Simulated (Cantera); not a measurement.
Ignition delay

Mixture: CO : H₂ : CH₄ : O₂ : N₂ : H₂O = 1 : 0.16 : 1.4 : 7.68 : 34.6 : 1.5 (molar parts), equivalence ratio 0.44, at 39.0 bar, adiabatic and at constant volume. Ignition delay is the time to a rise of 400 K.

Computed with Cantera and GRI-Mech 3.0 (53 species, 325 reactions). The pressure lies above the range GRI-Mech 3.0 was tuned for (to about 10 atm).

| T0 (K) | delay (ms) |
|---|---|
| 1025 | 8.95 |
| 1075 | 3.92 |
| 1125 | 1.86 |
| 1175 | 0.938 |
| 1225 | 0.501 |
| 1275 | 0.281 |
| 1325 | 0.166 |
| 1375 | 0.101 |
| 1425 | 0.0642 |
| 1475 | 0.0419 |

```json
{
 "apparent activation energy between 1375 and 1475 K": "150 kJ/mol"
}
```
